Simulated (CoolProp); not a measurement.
Values from CoolProp's reference Helmholtz-energy equation of state, Guder 2009.

### Question
For sulfur hexafluoride, give the phase and the Z, speed of sound (m/s) at 272.5 K and 4260 kPa; 329.6 K and 4260 kPa.

### Answer
- 272.5 K and 4260 kPa: liquid; Z 0.171, speed of sound 366
- 329.6 K and 4260 kPa: supercritical; Z 0.466, speed of sound 84.4
